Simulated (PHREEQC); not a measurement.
AlCl3 is added in steps, without added water, to 1 kg of water holding 0.51 mmol/kgw Ca(OH)2, at 25 °C. O2 is buffered at 0.21 atm. The system is closed to CO2. Only these solids could form: Portlandite, Al(OH)3(a).

Base run: PHREEQC, ion-association model, wateq4f.dat. Each further column changes one thing. The table gives Al+3 (mol/kgw).

| AlCl3 added (mol) | base | database phreeqc.dat | all activity coefficients set to 1 | Debye-Hückel limiting law | Davies equation for every ion |
|---|---|---|---|---|---|
| 0 | 0 | 0 | 0 | 0 | 0 |
| 5.775e-05 | 0 | 0 | 0 | 0 | 0 |
| 0.0001347 | 0 | 0 | 0 | 0 | 0 |
| 0.0001925 | 0 | 0 | 0 | 0 | 0 |
| 0.0002502 | 0 | 0 | 0 | 0 | 0 |
| 0.0003273 | 4.74e-12 | 4.74e-12 | (withheld) | 4.99e-12 | 4.85e-12 |
| 0.000385 | 1.72e-5 | 1.72e-5 | (withheld) | 1.74e-5 | 1.73e-5 |
| 0.0004428 | 5.21e-5 | 5.21e-5 | (withheld) | 5.28e-5 | 5.26e-5 |
| 0.0005198 | 0.000105 | 0.000105 | (withheld) | 0.000106 | 0.000106 |
| 0.0005775 | 0.000147 | 0.000147 | (withheld) | 0.000149 | 0.000148 |
| 0.0006352 | 0.000191 | 0.000191 | (withheld) | 0.000193 | 0.000192 |
| 0.0007122 | 0.000250 | 0.000250 | (withheld) | 0.000253 | 0.000252 |
| 0.00077 | 0.000296 | 0.000296 | 0.000284 | 0.000299 | 0.000298 |

Some entries are withheld; supply them.


- 0.0003273, all activity coefficients set to 1: 2.88e-12
- 0.000385, all activity coefficients set to 1: 1.59e-5
- 0.0004428, all activity coefficients set to 1: 4.92e-5
- 0.0005198, all activity coefficients set to 1: 0.000100
- 0.0005775, all activity coefficients set to 1: 0.000141
- 0.0006352, all activity coefficients set to 1: 0.000182
- 0.0007122, all activity coefficients set to 1: 0.000240

 phreeqc.dat and wateq4f.dat share most of their constants, so their agreement is no independent check. Solids allowed in the column 'database phreeqc.dat': Al(OH)3(a).
